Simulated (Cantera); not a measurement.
# Thermodynamics of metals in furnace atmospheres, feed Pb + H₂S + H₂

Feed: 1 mol Pb, 0.055 mol H₂S, a varied amount of H₂, held at 2023.15 K and 0.100 bar.

These are equilibrium values from Cantera (NASA tables, ideal gas, pure condensed phases), not measurements of a reactor. Candidate condensed phases: Pb, PbS, S; 10 gas species. The numbers say what is thermodynamically allowed, not how fast it happens.

| n(H₂) (mol) | x H₂ | x Pb | x H | x PbS | x H₂S | x SH |
|---|---|---|---|---|---|---|
| 19 | 0.943 | 0.0484 | 0.00584 | 0.00131 | 0.000902 | 0.000398 |
| 24 | 0.953 | 0.0389 | 0.00587 | 0.000929 | 0.000804 | 0.000353 |
| 29 | 0.960 | 0.0325 | 0.00589 | 0.000695 | 0.000725 | 0.000317 |
| 36 | 0.966 | 0.0264 | 0.00591 | 0.000493 | 0.000637 | 0.000278 |
| 45 | 0.972 | 0.0213 | 0.00593 | 0.000342 | 0.000550 | 0.000239 |
| 56 | 0.976 | 0.0172 | 0.00594 | 0.000236 | 0.000472 | 0.000205 |
| 70 | 0.979 | 0.0139 | 0.00595 | 0.000160 | 0.000400 | 0.000173 |
| 86 | 0.982 | 0.0113 | 0.00596 | 0.000111 | 0.000340 | 0.000147 |
| 110 | 0.985 | 0.00891 | 0.00597 | 7.13e-5 | 0.000278 | 0.000120 |
x: gas mole fraction; nothing condenses.

From 19 mol H₂ to 110 mol H₂ nothing is condensed. The main Pb-bearing gas is Pb throughout.
